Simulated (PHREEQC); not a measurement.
**Hard or scaling water**

Solution (25 °C): 0.057 mol/kgw MgCl2, 0.036 mol/kgw Na2SO4 and 0.00025 mol/kgw KCl. Closed to the air; pH follows from the charge balance.

Model: ion-association model, phreeqc.dat, run in PHREEQC.

Each row changes one thing in this solution. This is a speciation only: nothing precipitates in the calculation.

| case | ionic strength (mol/kgw) | K+ (mol/kgw) | SI of Sylvite (KCl) |
|---|---|---|---|
| as made | 0.211 | 0.000242 | -5.76 |
| temperature from 25 to 55 °C | 0.194 | 0.000240 | -5.90 |
| diluted 5-fold with water | 0.0463 | 4.92e-5 | -7.02 |
| MgCl2 left out | ? | 0.000231 | -8.37 |
| temperature from 25 to 35 °C | ? | 0.000241 | -5.81 |
| 0.0043 mol/kgw NaBr added | 0.216 | 0.000242 | -5.76 |
| Na2SO4 from 0.036 to 0.0324 mol/kgw | 0.206 | 0.000243 | -5.75 |
| Na2SO4 left out | 0.171 | 0.000250 | -5.72 |

Q: Complete the blanks.

A: 
- MgCl2 left out, ionic strength (mol/kgw): 0.100
- temperature from 25 to 35 °C, ionic strength (mol/kgw): 0.205

Constants without temperature data keep their 25 °C values here.
